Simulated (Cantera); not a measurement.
Cantera run:

```python
import numpy as np
import cantera as ct

gas_names = """
    CL CL2 H HCL H2 N NH NH2 NH3 N2 N2H2 N2H4 Si SiCL SiCL2 SiCL3 SiCL4 SiH SiHCL3 SiH2 SiH2CL2 SiH3
    SiH3CL SiH4 SiN Si2 Si2N Si3
""".split()
cond_names = """
    NH4CL(a) NH4CL(b) Si(cr) Si(L) Si3N4(a)
""".split()


# ... load() reads the species with a 1 bar reference pressure and builds the phases ...
atoms = {
    'SiCl4': {'Si': 1, 'CL': 4},
    'NH3': {'N': 1, 'H': 3},
    'N2': {'N': 2},
}
top_T = {'Si3N4(a)': 2400}  # K; cautious upper limits of use, not melting points


# ... equilibrate(T, P, feed) seeds the gas with the atoms and calls Mixture.equilibrate('TP', solver="vcs", rtol=1e-11, max_steps=5000) ...
results = []
T = 1623.15  # K
P = 10000  # Pa
for m in [0.95, 1.9, 2.9, 3.9, 4.9, 5.9, 6.9, 7.9]:
    feed = {'SiCl4': 1, 'NH3': m, 'N2': 21}  # mol
    mix = equilibrate(T, P, feed)
    results.append((T, P, feed, dict(zip(mix.species_names, mix.species_moles))))

top = {s: max(r[3][s] / sum(r[3][g] for g in gas_names) for r in results) for s in gas_names}
cols = sorted((s for s in top if top[s] > 1e-05), key=lambda s: -top[s])[:6]
seen = [c for c in cond_names if any(r[3].get(c, 0) > 1e-12 for r in results)]
print("log10 of partial pressures in bar; condensed amounts in mol")
print(f"{'n(NH3)':>10s}" + "".join(f"{s[:9]:>10s}" for s in cols + seen))
for T, P, feed, n in results:
    ng = sum(n[g] for g in gas_names)
    print(f"{feed['NH3']:10.4g}" + "".join(f"{np.log10(max(n[s] / ng * P / 1e5, 1e-99)):10.3f}" for s in cols)
          + "".join(f"{n.get(c, 0):10.4g}" for c in seen))
```

Result:

```
log10 of partial pressures in bar; condensed amounts in mol
    n(NH3)        N2        H2       HCL     SiCL2     SiCL3     SiCL4  Si3N4(a)
      0.95    -1.062    -2.697    -2.125    -2.537    -3.235    -3.564   0.02278
       1.9    -1.087    -2.240    -2.000    -2.727    -3.528    -3.961    0.1314
       2.9    -1.109    -2.003    -1.968    -2.886    -3.774    -4.294    0.1889
       3.9    -1.130    -1.858    -1.967    -3.014    -3.973    -4.563    0.2213
       4.9    -1.148    -1.758    -1.976    -3.121    -4.138    -4.788    0.2417
       5.9    -1.165    -1.684    -1.990    -3.211    -4.280    -4.981    0.2555
       6.9    -1.181    -1.627    -2.007    -3.291    -4.405    -5.151    0.2655
       7.9    -1.195    -1.581    -2.024    -3.362    -4.516    -5.302     0.273
```

These are equilibrium values from Cantera (NASA tables, ideal gas, pure condensed phases), not measurements of a reactor. The tables' values for SiCl3 are old estimates; treat these amounts as uncertain.
